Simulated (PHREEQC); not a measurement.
Metal-bearing waste water (model solution)

A solution holds 0.013 mol/kgw FeCl3, 0.029 mol/kgw CaCl2, 0.00015 mol/kgw NaHCO3 and 9.7e-05 mol/kgw Na2SO4, at 20 °C. Closed to the air; pH follows from the charge balance.

The numbers come from PHREEQC with the ion-association model, phreeqc.dat.

Each row changes one thing in this solution. No solid was allowed to form.

```json
[
 {"case": "as made", "pH": "2.37", "ionic strength (mol/kgw)": "0.148", "Cl- (mol/kgw)": "0.0927", "Fe+3 (mol/kgw)": "0.00404", "FeCl+2 (mol/kgw)": "0.00324", "FeOH+2 (mol/kgw)": "0.00206", "SI of Gypsum (CaSO4:2H2O)": "-2.55", "SI of Goethite (FeOOH)": "+4.71"},
 {"case": "diluted 10-fold with water", "pH": "2.99", "ionic strength (mol/kgw)": "0.0145", "Cl- (mol/kgw)": "0.00966", "Fe+3 (mol/kgw)": "0.000255", "FeCl+2 (mol/kgw)": "3.52e-5", "FeOH+2 (mol/kgw)": "0.000748", "SI of Gypsum (CaSO4:2H2O)": "-3.67", "SI of Goethite (FeOOH)": "+5.79"},
 {"case": "Na2SO4 from 9.7e-05 to 9.7e-06 mol/kgw", "pH": "2.37", "ionic strength (mol/kgw)": "0.149", "Cl- (mol/kgw)": "0.0927", "Fe+3 (mol/kgw)": "0.00407", "FeCl+2 (mol/kgw)": "0.00325", "FeOH+2 (mol/kgw)": "0.00206", "SI of Gypsum (CaSO4:2H2O)": "-3.55", "SI of Goethite (FeOOH)": "+4.71"},
 {"case": "diluted 2-fold with water", "pH": "2.54", "ionic strength (mol/kgw)": "0.0754", "Cl- (mol/kgw)": "0.0473", "Fe+3 (mol/kgw)": "0.00208", "FeCl+2 (mol/kgw)": "0.000982", "FeOH+2 (mol/kgw)": "0.00171", "SI of Gypsum (CaSO4:2H2O)": "-2.90", "SI of Goethite (FeOOH)": "+5.07"},
 {"case": "NaHCO3 from 0.00015 to 7.5e-05 mol/kgw", "pH": "2.37", "ionic strength (mol/kgw)": "0.148", "Cl- (mol/kgw)": "0.0927", "Fe+3 (mol/kgw)": "0.00406", "FeCl+2 (mol/kgw)": "0.00325", "FeOH+2 (mol/kgw)": "0.00205", "SI of Gypsum (CaSO4:2H2O)": "-2.55", "SI of Goethite (FeOOH)": "+4.71"},
 {"case": "0.0041 mol/kgw MgBr2 added", "pH": "2.37", "ionic strength (mol/kgw)": "0.161", "Cl- (mol/kgw)": "0.0928", "Fe+3 (mol/kgw)": "0.00407", "FeCl+2 (mol/kgw)": "0.00320", "FeOH+2 (mol/kgw)": "0.00204", "SI of Gypsum (CaSO4:2H2O)": "-2.57", "SI of Goethite (FeOOH)": "+4.70"},
 {"case": "temperature from 20 to 70 °C", "pH": "2.17", "ionic strength (mol/kgw)": "0.143", "Cl- (mol/kgw)": "0.0932", "Fe+3 (mol/kgw)": "0.00118", "FeCl+2 (mol/kgw)": "0.00354", "FeOH+2 (mol/kgw)": "0.00485", "SI of Gypsum (CaSO4:2H2O)": "-2.50", "SI of Goethite (FeOOH)": "+5.10"}
]
```

Some of these states are supersaturated (in Hematite (slow to form), Goethite (slow to form), Fe(OH)3(a), for instance). Constants without temperature data keep their 25 °C values here.
